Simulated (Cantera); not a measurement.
**Thermodynamics of silicon oxide and oxynitride deposition, feed Si2H6 + O3 + N2**

Input: 1 mol Si2H6, a varied amount of O3, 43 mol N2, at 950 K and 0.290 bar.

Method: chemical equilibrium by Gibbs-energy minimisation in Cantera with the NASA 1993 tables (ideal gas, pure condensed phases). Candidate condensed phases: H2O, Si, SiO2, Si2N2O, Si3N4; 35 gas species. The feed counts by its element totals alone. N2 is the only nitrogen source here; it is nearly inert below about 1500 K, so the nitride shown seldom forms there in practice. Rates play no part.

```tsv
n(O3) (mol)	x N2	x H2	x H2O	x NH3	n Si2N2O(s)	n Si3N4(s)	n SiO2(β-quartz)
0.063	0.933	0.0671	<1e-12	4.01e-6	0.189	0.541	0
0.076	0.933	0.0670	<1e-12	4.01e-6	0.228	0.515	0
0.093	0.933	0.0670	<1e-12	4.01e-6	0.279	0.481	0
0.11	0.933	0.0670	<1e-12	4.01e-6	0.330	0.447	0
0.14	0.933	0.0669	<1e-12	4.00e-6	0.420	0.387	0
0.17	0.933	0.0669	<1e-12	4.00e-6	0.510	0.327	0
0.2	0.933	0.0669	<1e-12	3.99e-6	0.600	0.267	0
0.25	0.933	0.0668	<1e-12	3.99e-6	0.750	0.167	0
0.3	0.933	0.0667	<1e-12	3.98e-6	0.900	0.0667	0
0.37	0.933	0.0666	4.94e-6	3.97e-6	0.963	0	0.0732
0.45	0.934	0.0665	4.93e-6	3.96e-6	0.883	0	0.233
0.55	0.934	0.0663	4.92e-6	3.95e-6	0.783	0	0.433
```
x: gas mole fraction; n: condensed amount in mol.

From 0.063 mol O3 to 0.3 mol O3 the condensed part is Si2N2O(s) + Si3N4(s). From 0.37 mol O3 to 0.55 mol O3 the condensed part is SiO2(β-quartz) + Si2N2O(s).
